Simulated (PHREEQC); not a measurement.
Consider water at 25 °C with 0.44 mol/kgw Na2SO4, 0.09 mol/kgw Na2B4O7 and 0.0014 mol/kgw H4SiO4. Closed to the air; pH follows from the charge balance.

The numbers come from PHREEQC with the Pitzer model, pitzer.dat.

Each row changes one thing in this solution. This is a speciation only: nothing precipitates in the calculation.

| case | pH | ionic strength (mol/kgw) | B(OH)4- (mol/kgw) | B(OH)3 (mol/kgw) | B4O5(OH)4-2 (mol/kgw) | B3O3(OH)4- (mol/kgw) | SI of SiO2(a) (SiO2) | SI of Mirabilite (Na2SO4:10H2O) |
|---|---|---|---|---|---|---|---|---|
| as made | 9.06 | 1.53 | 0.0895 | 0.0664 | 0.0331 | 0.0240 | -0.31 | -0.93 |
| diluted 100-fold with water | 9.17 | 0.0150 | 0.00178 | 0.00182 | 3.00e-9 | 3.07e-7 | -2.29 | -5.40 |
| temperature from 25 to 35 °C | 9.05 | 1.53 | 0.0889 | 0.0663 | 0.0335 | 0.0237 | -0.44 | -1.32 |
| Na2B4O7 from 0.09 to 0.099 mol/kgw | 9.06 | 1.56 | 0.0939 | 0.0683 | 0.0386 | 0.0265 | -0.31 | -0.93 |

Some of these states are supersaturated (in Borax, for instance). In brines, pH and single-ion activities rest on the MacInnes convention.
